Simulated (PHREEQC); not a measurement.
Acid rinse or clean: an equilibrium model

Dissolve 0.0042 mol HF, 5.1e-05 mol CaCl2 and 0.0032 mol CuCl2 per kg of water at 20 °C. Closed to the air; pH follows from the charge balance.

The numbers come from PHREEQC with the ion-association model, phreeqc.dat.

No solid was allowed to form.

Q: Estimate the pH, specific conductance.

A: pH 2.85; specific conductance 1200 µS/cm.

Q: In which forms is Cu present?

A: Cu+2 97 %, CuF+ 1.7 %, CuCl+ 0.9 % of the Cu.

The solution is supersaturated, for example in Fluorite, so a real one may precipitate; this is no full list. Species that the database lacks are ignored.
